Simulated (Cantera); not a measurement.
Input (Python, Cantera) and output of one run.

```python
import numpy as np
import cantera as ct

gas_names = [...]  # 109 gases of nasa_gas.yaml made of C, Cl, H, Si
cond_names = """
    C(gr) C6H6(L) C7H8(L) C8H18(L),n-octa Si(cr) Si(L) SiC(b)
""".split()


# ... load() reads the species with a 1 bar reference pressure and builds the phases ...
atoms = {
    '(CH3)2SiCl2': {'C': 2, 'H': 6, 'Si': 1, 'CL': 2},
    'C2H4': {'C': 2, 'H': 4},
    'H2': {'H': 2},
}
top_T = {'C(gr)': 4500, 'SiC(b)': 3050}  # K; cautious upper limits of use, not melting points


# ... equilibrate(T, P, feed) seeds the gas with the atoms and calls Mixture.equilibrate('TP', solver="vcs", rtol=1e-11, max_steps=5000) ...
results = []
feed = {'(CH3)2SiCl2': 1, 'C2H4': 0.71, 'H2': 1.2}  # mol
T = 1323.15  # K
P = 600  # Pa
mix = equilibrate(T, P, feed)
results.append((T, P, feed, dict(zip(mix.species_names, mix.species_moles))))
print(gas.report(threshold=0.001))
for i in range(1, mix.n_phases):
    print(f"{mix.phase(i).name:16s} {mix.phase_moles(i):12.5e} mol")
```

It prints:

```
       temperature   1323.2 K
          pressure   600 Pa
           density   0.00068075 kg/m^3
  mean mol. weight   12.482 kg/kmol
   phase of matter   gas

                          1 kg             1 kmol
                     ---------------   ---------------
          enthalpy        2.3809e+05        2.9719e+06  J
   internal energy       -6.4328e+05       -8.0294e+06  J
           entropy             19229        2.4002e+05  J/K
    Gibbs function       -2.5205e+07       -3.1461e+08  J
 heat capacity c_p            2579.7             32200  J/K
 heat capacity c_v            1913.6             23885  J/K

                      mass frac. Y      mole frac. X     chem. pot. / RT
                     ---------------   ---------------   ---------------
               HCL           0.86866            0.2974           -39.754
                H2           0.11317           0.70068           -23.717
             SiCL2         0.0091188         0.0011499           -65.778
     [ +106 minor]         0.0090507         0.0007756

C(gr)             2.43231e+00 mol
Si(cr)            0.00000e+00 mol
SiC(b)            9.87551e-01 mol
```

Cantera equilibrium calculation (NASA polynomials, part measured and part estimated; ideal gas, pure solids and liquids). The feed counts by its element totals alone. The tables' values for SiCl3 are old estimates; treat these amounts as uncertain.
